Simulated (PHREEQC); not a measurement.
Solution (74 °C): 110 mmol/kgw MnSO4, 0.18 mmol/kgw CuCl2 and 0.35 mmol/kgw NaCl. Closed to the air; pH follows from the charge balance.

Computed with PHREEQC (ion-association model, wateq4f.dat).

```
Item                   Result
--------------  -------------
pH                       5.73
ionic strength  0.182 mol/kgw
```

| species | molality | activity | log γ |
|---|---|---|---|
| MnSO4 | 0.0646 | 0.0674 | 0.018 |
| Mn+2 | 0.0453 | 0.0138 | -0.516 |
| SO4-2 | 0.0452 | 0.0123 | -0.566 |
| Cl- | 0.000673 | 0.000469 | -0.157 |
| Na+ | 0.000324 | 0.000235 | -0.139 |
| Cu+2 | 8.84e-5 | 2.69e-5 | -0.516 |
| CuSO4 | 8.66e-5 | 9.04e-5 | 0.018 |
| MnCl+ | 3.64e-5 | 2.64e-5 | -0.140 |

Precipitation was switched off in this run. Examples of supersaturated solids here: Tenorite (slow to form). Others may be too. At this temperature some constants are extrapolated from 25 °C, and those without enthalpy data are left unchanged.
